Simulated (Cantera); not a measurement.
Mixture: CH4 : O2 : N2 = 1 : 2.06 : 7.75 (molar parts), equivalence ratio 0.97, at 2550 Torr, adiabatic and at constant volume. Ignition delay is the time to a rise of 400 K.

Cantera simulation using GRI-Mech 3.0 (53 species, 325 reactions); the numbers are that mechanism's predictions, not measurements.

Task: Predict: delay at 1050 K; delay at 1250 K; delay at 1450 K; delay at 1650 K; delay at 1850 K; apparent activation energy between 1650 and 1850 K.

Result: 
```
Quantity                                                 Value
--------------------------------------------------  ----------
delay at 1050 K                                        0.121 s
delay at 1250 K                                        7.25 ms
delay at 1450 K                                       0.710 ms
delay at 1650 K                                       0.108 ms
delay at 1850 K                                        26.0 µs
apparent activation energy between 1650 and 1850 K  180 kJ/mol
```
